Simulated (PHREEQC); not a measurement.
A PHREEQC input (ion-association model, wateq4f.dat):

```
SOLUTION 1
  temp 25
  units mgL
  pH 6.77
  pe 8.8
  Na 9.58
  K 14.8
  Ca 7.74
  Mg 1.29
  Cl 15.2
  S(6) 7.57 as SO4
  Alkalinity 43.7 as HCO3
  Cu(2) 0.44
END
USE solution 1
EQUILIBRIUM_PHASES 1
  CO2(g) -2.5 10
END
```

It stops with these messages:

```
ERROR: Calculations terminating due to input errors.
```

The fault: a unit that the program doesn't know. The line should read `units mg/L` where the input has `units mgL`. With the mend the run ends at pH 7.15 and ionic strength 0.00160 mol/kgw.
